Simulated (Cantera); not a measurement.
Input (Python, Cantera) and output of one run.

```python
import numpy as np
import cantera as ct

gas_names = [...]  # 123 gases of nasa_gas.yaml made of C, H, O, Si
cond_names = """
    C(gr) C6H6(L) C7H8(L) C8H18(L),n-octa H2O(s) H2O(L) Si(cr) Si(L) SiC(b) SiO2(Lqz) SiO2(hqz) SiO2(L)
""".split()


# ... load() reads the species with a 1 bar reference pressure and builds the phases ...
atoms = {
    'TEOS': {'Si': 1, 'C': 8, 'H': 20, 'O': 4},
    'O2': {'O': 2},
    'H2': {'H': 2},
}
top_T = {'C(gr)': 4500, 'SiC(b)': 3050}  # K; cautious upper limits of use, not melting points


# ... equilibrate(T, P, feed) seeds the gas with the atoms and calls Mixture.equilibrate('TP', solver="vcs", rtol=1e-11, max_steps=5000) ...
results = []
feed = {'TEOS': 1, 'O2': 0.096, 'H2': 20}  # mol
T = 525  # K
P = 96000  # Pa
mix = equilibrate(T, P, feed)
results.append((T, P, feed, dict(zip(mix.species_names, mix.species_moles))))
x = sorted(zip(gas.X, gas.species_names), reverse=True)
print(f"T = {T:g} K  P = {P:g} Pa  gas = {mix.phase_moles(0):.4g} mol")
print("   x: " + "  ".join(f"{s} {v:.3e}" for v, s in x if v > 1e-06))
print("   condensed (mol): " + ("  ".join(f"{mix.phase(i).name} {mix.phase_moles(i):.4g}"
      for i in range(1, mix.n_phases) if mix.phase_moles(i) > 1e-12) or "none"))
```

Output:

```
T = 525 K  P = 96000 Pa  gas = 22 mol
   x: H2 5.367e-01  CH4 3.636e-01  H2O 9.964e-02
   condensed (mol): SiO2(Lqz) 1
```

Cantera equilibrium calculation (NASA polynomials, part measured and part estimated; ideal gas, pure solids and liquids). The feed counts by its element totals alone.
